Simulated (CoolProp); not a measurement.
Vapour-liquid equilibrium of carbon dioxide (1) + CHF3 (R23) (2) at -19.65 °C; x and y are mole fractions of (1).

Model: multi-fluid Helmholtz-energy mixture model, Span 1996 and Penoncello 2003; pair parameters Bell 2016, in CoolProp.

| x | bubble pressure (MPa) | y at the bubble point | dew pressure at overall composition x (MPa) | liquid density (mol/L) |
|---|---|---|---|---|
| 0.05 | 1.450 | 0.069 | … | 16.86 |
| 0.125 | 1.508 | 0.166 | 1.483 | 17.23 |
| 0.2 | 1.565 | 0.257 | 1.529 | 17.60 |
| 0.275 | 1.620 | 0.342 | 1.577 | 18.00 |
| 0.35 | 1.673 | 0.421 | 1.626 | 18.42 |
| 0.425 | 1.723 | 0.496 | 1.675 | 18.87 |
| 0.5 | 1.771 | … | 1.726 | 19.34 |
| 0.575 | 1.814 | 0.635 | 1.776 | 19.85 |
| 0.65 | 1.855 | 0.700 | … | 20.38 |
| 0.725 | 1.892 | 0.764 | 1.870 | 20.95 |
| 0.8 | … | 0.827 | 1.911 | 21.56 |
| 0.875 | 1.953 | 0.891 | 1.947 | 22.21 |
| 0.95 | 1.978 | 0.955 | 1.976 | 22.91 |

Q: Some entries are withheld; supply them.

A: 
- 0.05, dew pressure at overall composition x (MPa): 1.439
- 0.5, y at the bubble point: 0.567
- 0.65, dew pressure at overall composition x (MPa): 1.824
- 0.8, bubble pressure (MPa): 1.925

No azeotrope shows between x = 0.05 and 0.95.

The pair parameters rest on a limited set of measurements; away from them the model extrapolates.
